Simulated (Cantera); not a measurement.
Input: 1 mol NaOH, 2.2 mol H2, 0.099 mol O2, equilibrated at 27.0 mbar.

Method: chemical equilibrium by Gibbs-energy minimisation in Cantera with the NASA 1993 tables (ideal gas, pure condensed phases). Candidate condensed phases: H2O, Na, NaOH, NaO2, Na2O, Na2O2; 16 gas species. Equilibrium is a limit: real reactors are often held back by kinetics, nucleation or transport.

Problem. At 1173 K, list the 4 most abundant gas species with their mole fractions, and the condensed phases.

Solution. H2 0.496, H2O 0.258, Na 0.199, NaOH 0.0461. Condensed: NaOH(l).
